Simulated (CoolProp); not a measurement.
Model: reference Helmholtz-energy equation of state, de Reuck 1990, in CoolProp.

**Question.** For fluorine, give the phase and the density (kg/m³), Joule-Thomson coefficient (K/MPa), isothermal compressibility (1/MPa), expansivity (1/kK) at 200 K and 6.46 MPa.

**Answer.** 
- 200 K and 6.46 MPa: supercritical; density 173, Joule-Thomson coefficient 3.67, isothermal compressibility 0.179, expansivity 8.40
